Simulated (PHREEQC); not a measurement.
# Hard or scaling water: speciation

Consider water at 55 °C with 0.00016 mol/kgw Ca(HCO3)2, 0.00045 mol/kgw NaF and 1.3e-06 mol/kgw H4SiO4. Closed to the air; pH follows from the charge balance.

Computed with PHREEQC (ion-association model, phreeqc.dat).

```yaml
pH: 7.86
ionic_strength: 0.000928 mol/kgw
specific_conductance: 138 µS/cm
total_alkalinity: 0.320 meq/kg
```

| species | molality | activity | log γ |
|---|---|---|---|
| F- | 0.000450 | 0.000434 | -0.016 |
| Na+ | 0.000450 | 0.000434 | -0.016 |
| HCO3- | 0.000309 | 0.000298 | -0.016 |
| Ca+2 | 0.000159 | 0.000137 | -0.062 |
| CO2 | 8.01e-6 | 8.01e-6 | 0.000 |
| OH- | 5.46e-6 | 5.26e-6 | -0.016 |
| CO3-2 | 1.72e-6 | 1.49e-6 | -0.062 |

Precipitation was switched off in this run. Constants without temperature data keep their 25 °C values here. SiF6-2 is the database's only silicon fluoride.
